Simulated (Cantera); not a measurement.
Feed: 1 mol C₂H₄, 1.3 mol H₂O, 0.34 mol N₂, held at 2725 K and 2.55 Torr.

Equilibrium computed with Cantera from the NASA thermochemical tables; the gas is ideal and each condensed phase is pure. Candidate condensed phases: C, C₆H₆, C₇H₈, C₈H₁₈, H₂O; 136 gas species. The numbers say what is thermodynamically allowed, not how fast it happens.

Base state: H 0.509, H₂ 0.226, CO 0.194, N₂ 0.0431, HCN 0.0117, C₂H₂ (acetylene) 0.00583, C₃ 0.00359, CN 0.00204 (mole fractions); condensed: C(graphite).

Q: What changes in the equilibrium state with this change: N₂ from 0.34 to 34 mol?

A: 
```tsv
species	before	after
N₂	0.0431	0.816
H	0.509	0.124
CO	0.194	0.0315
H₂	0.226	0.0135
HCN	0.0117	0.00723
C₄H₂	6.24e-5	4.26e-7
C₂H₂ (acetylene)	0.00583	0.000117
C(graphite), mol	0.414	0
```

Q: What changes in the equilibrium state with this change: C₂H₄ replaced by C?

A: 
```tsv
species	before	after
H	0.509	0.400
CO	0.194	0.279
H₂	0.226	0.140
O	1.84e-9	0.0322
OH	1.29e-9	0.0177
H₂O	2.19e-9	0.0236
HCN	0.0117	1.14e-9
N₂	0.0431	0.0968
CO₂	<1e-9	0.00694
C₂H₂ (acetylene)	0.00583	<1e-9
C(graphite), mol	0.414	0
```
